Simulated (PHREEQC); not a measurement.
0.54 g of hydrous ferric oxide (600 m²/g; 0.2 weak and 0.005 strong sites per Fe, Dzombak-Morel constants, diffuse double layer) in 1 kg of water with 0.005 mol/kgw of an inert sodium salt and 0.00057 mol/kgw ZnCl2, at 25 °C; the pH is set by adding NaOH or the inert anion's acid. Oxygen alone is held at its pressure in air (log pO2 = -0.68). The system is closed to CO2. No solid was allowed to form.

Base run: PHREEQC, ion-association model, wateq4f.dat. Each further column changes one thing. The table gives surface charge σ (C/m²).

| pH | base | background salt from 0.005 to 0.0005 mol/kgw | oxide from 0.54 to 2.7 g/kgw | 0.00026 mol/kgw BaCl2 added |
|---|---|---|---|---|
| 4 | 0.198 | 0.151 | 0.207 | 0.204 |
| 5 | 0.101 | 0.069 | 0.104 | 0.105 |
| 6 | 0.046 | 0.028 | 0.044 | 0.048 |
| 7 | 0.028 | 0.016 | 0.017 | 0.029 |
| 8 | 0.017 | 0.010 | 0.003 | 0.018 |
| 9 | 0.005 | 0.003 | -0.008 | 0.006 |
| 10 | -0.005 | -0.003 | -0.028 | -0.004 |

In at least one series the solution becomes supersaturated in solids that the run did not let form, among them Zn(OH)2-e.
